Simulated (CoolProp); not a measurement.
R125 at 298.15 K and 0.571 MPa is compressed adiabatically to 1.38 MPa with isentropic efficiency 0.8. Each further row changes one setting.

The numbers come from the reference Helmholtz-energy equation of state, Lemmon 2005 in CoolProp.

| case | work (kJ/kg) | final temperature (K) | final density (kg/m³) |
|---|---|---|---|
| as stated | 20.8 | 331.8 | 71.5 |
| efficiency 1 | 16.7 | [?] | [?] |
| efficiency 0.65 | 25.6 | [?] | 69.6 |

**Question.** What belongs in the gaps?

**Answer.** 
- efficiency 1, final temperature (K): 327.5
- efficiency 1, final density (kg/m³): 73.2
- efficiency 0.65, final temperature (K): 336.7
